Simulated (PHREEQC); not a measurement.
Dissolve 0.0013 mol/kgw NaHSO4 and 0.038 mol/kgw Na2SO4 at 25 °C. Closed to the air; pH follows from the charge balance.

Model: ion-association model, phreeqc.dat, run in PHREEQC.

This is a speciation only: nothing precipitates in the calculation.

Task: What pH does the model give?

Result: pH 3.33.

Task: In which forms is S present?

Result: SO4-2 87 %, NaSO4- 11 %, HSO4- 1.9 % of the S.

Species that the database lacks are ignored.
